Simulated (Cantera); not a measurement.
Feed: 1 mol B2H6, 17 mol NH3, 0.68 mol N2, equilibrated at 0.00133 bar.

These are equilibrium values from Cantera (NASA tables, ideal gas, pure condensed phases), not measurements of a reactor. Candidate condensed phases: B, BN; 15 gas species. The feed counts by its element totals alone. The numbers say what is thermodynamically allowed, not how fast it happens. All values below are at 1725 K.

Base state: H2 0.773, N2 0.223, H 0.00447 (mole fractions); condensed: BN(s).

Task: What changes in the equilibrium state with this change: pressure from 0.00133 bar to 0.00230 bar?

Result: 
```json
[
 {"species": "H2", "before": "0.773", "after": "0.774"},
 {"species": "N2", "before": "0.223", "after": "0.223"},
 {"species": "H", "before": "0.00447", "after": "0.00341"},
 {"species": "BN(s), mol", "before": "2.00", "after": "2.00"}
]
```
